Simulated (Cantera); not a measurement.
A Cantera script and what it prints.

```python
import numpy as np
import cantera as ct

gas_names = [...]  # 103 gases of nasa_gas.yaml made of C, Cl, H
cond_names = """
    C(gr) C6H6(L) C7H8(L) C8H18(L),n-octa
""".split()


# ... load() reads the species with a 1 bar reference pressure and builds the phases ...
atoms = {
    'CCl4': {'C': 1, 'CL': 4},
    'HCl': {'H': 1, 'CL': 1},
    'H2': {'H': 2},
}
top_T = {'C(gr)': 4500}  # K; cautious upper limits of use, not melting points


# ... equilibrate(T, P, feed) seeds the gas with the atoms and calls Mixture.equilibrate('TP', solver="vcs", rtol=1e-11, max_steps=5000) ...
results = []
feed = {'CCl4': 1, 'HCl': 2.6, 'H2': 2.2}  # mol
P = 133.322  # Pa
for T in [2000, 2500, 3000, 3500, 4000, 4500, 5000]:
    mix = equilibrate(T, P, feed)
    results.append((T, P, feed, dict(zip(mix.species_names, mix.species_moles))))
    x = sorted(zip(gas.X, gas.species_names), reverse=True)
    print(f"T = {T:g} K  P = {P:g} Pa  gas = {mix.phase_moles(0):.4g} mol")
    print("   x: " + "  ".join(f"{s} {v:.3e}" for v, s in x if v > 1e-06))
    print("   condensed (mol): " + ("  ".join(f"{mix.phase(i).name} {mix.phase_moles(i):.4g}"
          for i in range(1, mix.n_phases) if mix.phase_moles(i) > 1e-12) or "none"))
```

Result:

```
T = 2000 K  P = 133.322 Pa  gas = 7.206 mol
   x: HCL 8.152e-01  CL 1.007e-01  H2 7.210e-02  H 1.196e-02  C2H2,acetylene 5.538e-05  CL2 2.484e-05  C2HCL 2.600e-06
   condensed (mol): C(gr) 0.9992
T = 2500 K  P = 133.322 Pa  gas = 9.893 mol
   x: CL 3.994e-01  HCL 2.677e-01  H 2.246e-01  H2 1.064e-01  C2H2,acetylene 1.151e-03  C3 3.728e-04  C2H 1.745e-04  C 1.248e-04  C2 3.435e-05  C2HCL 3.320e-05  CL2 1.816e-05  C4H2 5.142e-06  CH 1.799e-06  CCL 1.506e-06  C5 1.110e-06
   condensed (mol): C(gr) 0.9598
T = 3000 K  P = 133.322 Pa  gas = 13.69 mol
   x: H 4.697e-01  CL 4.651e-01  HCL 1.715e-02  C3 1.581e-02  C 1.548e-02  H2 1.179e-02  C2 3.943e-03  C2H 8.328e-04  C2H2,acetylene 1.217e-04  C5 4.798e-05  CH 2.757e-05  C4 2.175e-05  CCL 1.319e-05  C2HCL 3.974e-06  CL2 3.150e-06
   condensed (mol): none
T = 3500 K  P = 133.322 Pa  gas = 14.52 mol
   x: H 4.789e-01  CL 4.531e-01  C 6.330e-02  C2 1.982e-03  HCL 1.251e-03  H2 8.768e-04  C3 5.028e-04  C2H 2.613e-05  CH 1.520e-05  CCL 7.008e-06
   condensed (mol): none
T = 4000 K  P = 133.322 Pa  gas = 14.59 mol
   x: H 4.793e-01  CL 4.521e-01  C 6.817e-02  HCL 1.746e-04  C2 1.655e-04  H2 1.205e-04  Electron 1.272e-05  C+ 1.149e-05  CH 3.588e-06  C3 1.968e-06  CCL 1.648e-06  CL+ 1.223e-06
   condensed (mol): none
T = 4500 K  P = 133.322 Pa  gas = 14.6 mol
   x: H 4.794e-01  CL 4.520e-01  C 6.837e-02  Electron 9.396e-05  C+ 7.843e-05  HCL 3.756e-05  H2 2.562e-05  C2 2.145e-05  CL+ 1.463e-05  CH 1.104e-06  H+ 1.017e-06
   condensed (mol): none
T = 5000 K  P = 133.322 Pa  gas = 14.61 mol
   x: H 4.792e-01  CL 4.517e-01  C 6.809e-02  Electron 4.775e-04  C+ 3.621e-04  CL+ 1.069e-04  HCL 1.093e-05  H+ 8.679e-06  H2 7.401e-06  C2 4.121e-06
   condensed (mol): none
```

Method: chemical equilibrium by Gibbs-energy minimisation in Cantera with the NASA 1993 tables (ideal gas, pure condensed phases). The tables' values for CCl are old estimates; treat these amounts as uncertain.
